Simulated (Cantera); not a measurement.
# Equilibrium for halide evaporation, hydrolysis and transport: SrCl2 + H2O + N2

A closed system holds: 1 mol SrCl2, 5.3 mol H2O, 220 mol N2.

Cantera equilibrium calculation (NASA polynomials, part measured and part estimated; ideal gas, pure solids and liquids). Candidate condensed phases: H2O, NH4Cl, Sr, SrCl2, SrO, Sr(OH)2; 35 gas species. Mutual solubility and eutectic melting of coexisting phases are not modelled. Condensed phases not in the tables: oxide chlorides. Kinetics and transport are ignored.

Stable condensed phases:

```
T in K \ P in Pa
           0.10   0.46    2.2     10     46    220   1000   4600  22000 100000
   2100       A      A      A      A      A      A      B      B      B      B
   2050       A      A      A      A      A      B      B      B      B      B
   2000       A      A      A      A      A      B      B      B      B      B
   1950       A      A      A      A      B      B      B      B      B      B
   1900       A      A      A      B      B      B      B      B      B      B
   1850       A      A      A      B      B      B      B      B      B      B
   1800       A      A      B      B      B      B      B      B      B      B
   1750       A      A      B      B      B      B      B      B      B      B
   1700       A      B      B      B      B      B      B      B      B      B
   1650       B      B      B      B      B      B      B      B      B      B
   1600       B      B      B      B      B      B      B      B      B      C
   1550       B      B      B      B      B      B      B      B      B      C
   1500       B      B      B      B      B      B      B      B      C      C
   1450       B      B      B      B      B      B      B      B      C      C
```

A: gas only; B: SrO; C: SrCl2 + SrO.
